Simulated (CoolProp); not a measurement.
Computed with CoolProp (reference Helmholtz-energy equation of state, Leachman 2009).

Question: Give the vapour pressure (MPa), liquid density (kg/m³), vapour density (kg/m³), liquid cp (kJ/(kg K)) of saturated normal hydrogen at -248.55, -246.95, -242.15 °C.

Answer: 
| T (°C) | p (MPa) | liquid density (kg/m³) | vapour density (kg/m³) | liquid cp (kJ/(kg K)) |
|---|---|---|---|---|
| -248.55 | 0.295 | 65.3 | 3.58 | 12.9 |
| -246.95 | 0.410 | 62.7 | 4.96 | 14.8 |
| -242.15 | 0.942 | 51.4 | 12.9 | 33.8 |
